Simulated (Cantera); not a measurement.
An adiabatic, constant-pressure homogeneous reactor starts with CH₄ : C₂H₆ : O₂ : N₂ : H₂O = 1 : 0.28 : 3.01 : 11.3 : 0.66 (molar parts), equivalence ratio 0.99, at 1075 K and 3900 Torr. Integrator tolerance rtol = 1e-08.

Cantera simulation using GRI-Mech 3.0 (53 species, 325 reactions); the numbers are that mechanism's predictions, not measurements.

```
quantity                                                            before                                    after
---------------------------------  ---------------------------------------  ---------------------------------------
time of steepest temperature rise                                  9.32 ms                                  9.45 ms
temperature at 0.700 s                                              2610 K                                   2545 K
equilibrium temperature                                             2610 K                                   2545 K
x(CH₄) at 0.700 s                    <1e-12 (gas-phase equilibrium <1e-12)    <1e-12 (gas-phase equilibrium <1e-12)
x(C₂H₆) at 0.700 s                   <1e-12 (gas-phase equilibrium <1e-12)    <1e-12 (gas-phase equilibrium <1e-12)
x(O₂) at 0.700 s                     0.0107 (gas-phase equilibrium 0.0107)  0.00919 (gas-phase equilibrium 0.00919)
x(NO) at 0.700 s                   0.00581 (gas-phase equilibrium 0.00581)  0.00470 (gas-phase equilibrium 0.00470)
x(H₂O₂) at 0.700 s                 4.10e-7 (gas-phase equilibrium 4.10e-7)  4.06e-7 (gas-phase equilibrium 4.06e-7)
```

Problem. What was changed between the two runs?
A) constant volume in place of constant pressure
B) N2 11.3 to 19 parts
C) H2O 0.66 to 1.6 parts
D) initial temperature 1075 to 975 K

Solution. C, H2O 0.66 to 1.6 parts
